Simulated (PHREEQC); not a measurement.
Solution (20 °C): 3.8 mmol/kgw NaH2PO4, 0.45 mmol/kgw NH3 and 0.32 mmol/kgw KCl. Closed to the air; pH follows from the charge balance.

Model: ion-association model, phreeqc.dat, run in PHREEQC.

**Question.** The ionic strength comes out as 0.00502 mol/kgw. What activity coefficients do HPO4-2, NaHPO4-, NH4+, Cl-, K+ get?

**Answer.** HPO4-2 0.74, NaHPO4- 0.93, NH4+ 0.92, Cl- 0.93, K+ 0.93.

Precipitation was switched off in this run. Complexes and solids missing from the database can't appear.
